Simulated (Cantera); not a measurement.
A closed system holds: 1 mol V2O5, 1800 mol H2, 0.34 mol N2, at 14000 Pa.

These are equilibrium values from Cantera (NASA tables, ideal gas, pure condensed phases), not measurements of a reactor. Candidate condensed phases: H2O, V, VN, VO, V2O3, V2O4, V2O5; 28 gas species. Condensed phases not in the tables: the oxides between V2O3 and V2O5 other than VO2. Rates play no part.

### Question
At 925 °C, list the 3 most abundant gas species with their mole fractions, and the condensed phases.

### Answer
H2 0.999, H2O 0.00111, N2 0.000189. Condensed: V2O3(s).
